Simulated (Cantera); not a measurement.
Input: 1 mol HgO, 0.037 mol H₂, equilibrated at 0.150 bar.

These are equilibrium values from Cantera (NASA tables, ideal gas, pure condensed phases), not measurements of a reactor. Candidate condensed phases: H₂O, Hg, HgO; 10 gas species. Kinetics and transport are ignored.

Q: At 602 °C, list the 3 most abundant gas species with their mole fractions, and the condensed phases.

A: Hg 0.659, O₂ 0.317, H₂O 0.0244. Condensed: gas only.
